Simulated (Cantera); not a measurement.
An isothermal, constant-pressure homogeneous reactor starts with N2O = 1 (molar parts), at 1325 K and 0.00510 bar.

Computed with Cantera and GRI-Mech 3.0 (53 species, 325 reactions). GRI-Mech 3.0 was tuned for natural gas; its chemistry of N2O as a main component is partial and can be far from experiment. Radical loss at walls, strong at low pressure, is not modelled. The mechanism lacks the step 2 NO + O2 → 2 NO2, which can matter for NO2 below about 1400 K. The temperature is held fixed by assumption; the heat of reaction is taken as removed at once.

x: mole fraction; the columns are a selection and need not sum to one.

| t (s) | x N2O | x NO | x NO2 | x O | x O2 |
|---|---|---|---|---|---|
| 0.000100 | 1.000 | 2.63e-8 | <1e-12 | 1.26e-6 | 6.90e-8 |
| 0.000253 | 1.000 | 1.58e-7 | <1e-12 | 2.90e-6 | 4.15e-7 |
| 0.000642 | 1.000 | 8.74e-7 | <1e-12 | 5.88e-6 | 2.29e-6 |
| 0.00163 | 1.000 | 4.04e-6 | <1e-12 | 9.21e-6 | 1.06e-5 |
| 0.00412 | 1.000 | ? | 2.27e-12 | 1.05e-5 | ? |
| 0.0104 | 1.000 | ? | 1.89e-11 | 1.05e-5 | ? |
| 0.0265 | 0.999 | 0.000110 | 1.32e-10 | 1.05e-5 | 0.000289 |
| 0.0670 | 0.997 | 0.000284 | 8.59e-10 | 1.05e-5 | 0.000744 |
| 0.170 | 0.993 | 0.000724 | 5.25e-9 | 1.05e-5 | 0.00189 |
| 0.430 | 0.983 | 0.00183 | 2.93e-8 | 1.05e-5 | 0.00478 |
| 1.09 | 0.957 | 0.00455 | 1.39e-7 | 1.05e-5 | 0.0119 |
| 2.76 | 0.897 | 0.0110 | 5.43e-7 | 1.05e-5 | 0.0289 |
| 7.00 | 0.764 | 0.0253 | 1.89e-6 | 1.05e-5 | 0.0662 |

Task: What belongs in the gaps?

Result: 
- 0.00412, x NO: 1.44e-5
- 0.00412, x O2: 3.76e-5
- 0.0104, x NO: 4.15e-5
- 0.0104, x O2: 0.000109
